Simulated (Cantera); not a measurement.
# Moist CO burnout

An isothermal, constant-pressure homogeneous reactor starts with 0.135 % CO, 7.58 % O₂, 1.99 % H₂O, 90.3 % N₂, equivalence ratio 0.0089, at 898 K and 3750 Torr.

Cantera simulation using GRI-Mech 3.0 (53 species, 325 reactions); the numbers are that mechanism's predictions, not measurements.

| t (s) | x CO | x O₂ | x H₂O | x OH | x H₂O₂ | x CO₂ | x H |
|---|---|---|---|---|---|---|---|
| 0.000300 | 0.00135 | 0.0758 | 0.0199 | 1.24e-12 | <1e-12 | 1.55e-11 | <1e-12 |
| 0.000711 | 0.00135 | 0.0758 | 0.0199 | 2.59e-12 | <1e-12 | 4.81e-11 | <1e-12 |
| 0.00169 | 0.00135 | 0.0758 | 0.0199 | 3.89e-12 | <1e-12 | 1.52e-10 | <1e-12 |
| 0.00400 | 0.00135 | 0.0758 | 0.0199 | 4.50e-12 | <1e-12 | 4.46e-10 | <1e-12 |
| 0.00949 | 0.00135 | 0.0758 | 0.0199 | 5.13e-12 | <1e-12 | 1.23e-9 | <1e-12 |
| 0.0225 | 0.00135 | 0.0758 | 0.0199 | 6.61e-12 | 1.56e-12 | 3.55e-9 | <1e-12 |
| 0.0533 | 0.00135 | 0.0758 | 0.0199 | 1.03e-11 | 1.30e-11 | 1.17e-8 | <1e-12 |
| 0.126 | 0.00135 | 0.0758 | 0.0199 | 2.00e-11 | 1.09e-10 | 4.68e-8 | <1e-12 |
| 0.300 | 0.00135 | 0.0758 | 0.0199 | 4.96e-11 | 9.42e-10 | 2.35e-7 | <1e-12 |
| 0.711 | 0.00135 | 0.0758 | 0.0199 | 1.70e-10 | 9.53e-9 | 1.53e-6 | 1.27e-12 |
| 1.69 | 0.00134 | 0.0758 | 0.0199 | 7.46e-10 | 8.85e-8 | 1.29e-5 | 5.50e-12 |
| 4.00 | 0.00128 | 0.0758 | 0.0199 | 1.37e-9 | 1.91e-7 | 7.72e-5 | 9.60e-12 |
x: mole fraction; the columns are a selection and need not sum to one.

Equilibrium at this temperature and pressure: CO <1e-12, O₂ 0.0752, H₂O 0.0199, OH 2.89e-9, H₂O₂ 8.04e-12, CO₂ 0.00136, H <1e-12 (gas phase only).
